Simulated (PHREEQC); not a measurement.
Na2SO4 is added in steps, without added water, to 1 kg of water holding 4.8 mmol/kgw CdSO4, 1.9 mmol/kgw SrCl2 and 0.021 mmol/kgw Ag2SO4, at 25 °C. Oxygen is held at 0.21 atm. No CO2 enters from the air. Solids allowed: Celestite, Cd(OH)2, CdOHCl, Cerargyrite, Ag2O, Ag2SO4, Halite, Mirabilite. Others were left out.

Base run: PHREEQC, ion-association model, wateq4f.dat. Each further column changes one thing. The table gives pH.

```tsv
Na2SO4 added (mol)	base	SrCl2 from 0.0019 to 0.0038 mol/kgw	temperature from 25 to 30 °C	temperature from 25 to 75 °C
0	6.23	6.13	6.18	5.75
0.0015	6.27	6.17	6.22	5.80
0.0027	6.29	6.19	6.25	5.84
0.0042	6.32	6.22	6.28	5.88
0.0054	6.34	6.24	6.30	5.91
0.0069	6.37	6.27	6.32	5.94
0.0081	6.38	6.29	6.34	5.96
0.0096	6.41	6.31	6.36	5.99
```

 At this temperature some constants are extrapolated from 25 °C, and those without enthalpy data are left unchanged.
